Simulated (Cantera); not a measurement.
Input (Python, Cantera):

```python
import numpy as np
import cantera as ct

gas = ct.Solution("gri30.yaml", transport_model="multicomponent")
show = ['O', 'NH3', 'CH4']

rows = []
print(f"{'T/K':>7s}{'rho':>11s}{'cp':>10s}{'mu':>11s}{'lambda':>11s}{'Pr':>7s}" + "".join(f"{'D_' + s:>11s}" for s in show))
for T in [400, 500, 600, 700, 800, 900]:
    gas.TPX = T, 40000, {'H2': 0.54}
    Pr = gas.cp_mass * gas.viscosity / gas.thermal_conductivity
    D = [gas.mix_diff_coeffs_mole[gas.species_index(s)] for s in show]
    rows.append([gas.density, gas.cp_mass, gas.viscosity, gas.thermal_conductivity, Pr, *D])
    print(f"{T:7g}{gas.density:11.4e}{gas.cp_mass:10.1f}{gas.viscosity:11.4e}"
          f"{gas.thermal_conductivity:11.4e}{Pr:7.3f}" + "".join(f"{d:11.4e}" for d in D))
print("SI units: kg/m3, J/kg/K, Pa s, W/m/K, m2/s")
```

Result:

```
    T/K        rho        cp         mu     lambda     Pr        D_O      D_NH3      D_CH4
    400 2.4247e-02   14522.5 1.0869e-05 2.2905e-01  0.689 4.4637e-04 3.4234e-04 3.0600e-04
    500 1.9398e-02   14532.6 1.2568e-05 2.6523e-01  0.689 6.4870e-04 5.0753e-04 4.4623e-04
    600 1.6165e-02   14511.2 1.4145e-05 2.9828e-01  0.688 8.7923e-04 6.9652e-04 6.0604e-04
    700 1.3855e-02   14555.7 1.5629e-05 3.3065e-01  0.688 1.1362e-03 9.0761e-04 7.8418e-04
    800 1.2123e-02   14690.4 1.7037e-05 3.6366e-01  0.688 1.4183e-03 1.1395e-03 9.7967e-04
    900 1.0776e-02   14866.4 1.8383e-05 3.9688e-01  0.689 1.7243e-03 1.3911e-03 1.1917e-03
SI units: kg/m3, J/kg/K, Pa s, W/m/K, m2/s
```

Cantera simulation using GRI-Mech 3.0 (53 species, 325 reactions); the numbers are that mechanism's predictions, not measurements.
